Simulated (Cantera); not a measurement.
A closed system holds: 1 mol B₂O₃, 4.6 mol BCl₃, 2.4 mol O₂, held at 950 °C and 0.770 bar.

Cantera equilibrium calculation (NASA polynomials, part measured and part estimated; ideal gas, pure solids and liquids). Candidate condensed phases: B, B₂O₃; 18 gas species. The tables' values for BOCl are old estimates; treat these amounts as uncertain. Kinetics and transport are ignored.

Base state: Cl₂ 0.769, BCl₃ 0.175, B₃O₃Cl₃ 0.0498, Cl 0.00599, BOCl 3.53e-5 (mole fractions); condensed: B₂O₃(l).

What changes in the equilibrium state with this change: pressure from 0.770 bar to 0.210 bar?


```
species        before    after
------------  -------  -------
Cl₂             0.769    0.764
BCl₃            0.175    0.175
B₃O₃Cl₃        0.0498   0.0497
Cl            0.00599   0.0114
BOCl          3.53e-5  8.39e-5
B₂O₃(l), mol     2.29     2.29
```

What changes in the equilibrium state with this change: O₂ from 2.4 to 0.4 mol?


| species | before | after |
|---|---|---|
| BCl₃ | 0.175 | 0.650 |
| B₃O₃Cl₃ | 0.0498 | 0.185 |
| Cl₂ | 0.769 | 0.163 |
| Cl | 0.00599 | 0.00275 |
| BOCl | 3.53e-5 | 5.47e-5 |
| B₂O₃(l), mol | 2.29 | 0.366 |
